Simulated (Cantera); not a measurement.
## Carbon deposition, reforming and gasification: C₃H₈ + O₂ + H₂

Input: 1 mol C₃H₈, 0.021 mol O₂, 0.49 mol H₂, held at 1.00 bar.

Cantera equilibrium calculation (NASA polynomials, part measured and part estimated; ideal gas, pure solids and liquids). Candidate condensed phases: C, C₆H₆, C₇H₈, C₈H₁₈, H₂O; 110 gas species. The numbers say what is thermodynamically allowed, not how fast it happens.

```json
[
 {"T (°C)": "402", "log p H₂": "-0.64", "log p CH₄": "-0.12", "log p H₂O": "-1.79", "log p CO": "-4.15", "n C(graphite)": "1.07"},
 {"T (°C)": "477", "log p H₂": "-0.38", "log p CH₄": "-0.25", "log p H₂O": "-1.85", "log p CO": "-3.43", "n C(graphite)": "1.38"},
 {"T (°C)": "552", "log p H₂": "-0.20", "log p CH₄": "-0.45", "log p H₂O": "-1.95", "log p CO": "-2.85", "n C(graphite)": "1.81"},
 {"T (°C)": "627", "log p H₂": "-0.10", "log p CH₄": "-0.71", "log p H₂O": "-2.14", "log p CO": "-2.42", "n C(graphite)": "2.25"},
 {"T (°C)": "702", "log p H₂": "-0.05", "log p CH₄": "-1.00", "log p H₂O": "-2.45", "log p CO": "-2.18", "n C(graphite)": "2.56"},
 {"T (°C)": "777", "log p H₂": "-0.03", "log p CH₄": "-1.30", "log p H₂O": "-2.85", "log p CO": "-2.08", "n C(graphite)": "2.75"},
 {"T (°C)": "852", "log p H₂": "-0.02", "log p CH₄": "-1.57", "log p H₂O": "-3.26", "log p CO": "-2.05", "n C(graphite)": "2.84"},
 {"T (°C)": "927", "log p H₂": "-0.01", "log p CH₄": "-1.82", "log p H₂O": "-3.63", "log p CO": "-2.04", "n C(graphite)": "2.89"}
]
```
log p: log10 of the partial pressure in bar; n: condensed amount in mol.

From 402 °C to 927 °C the condensed part is C(graphite). The main C-bearing gas is CH₄ throughout. The share of C in condensed phases is highest at 927 °C (96.4 %) and lowest at 402 °C (35.5 %).
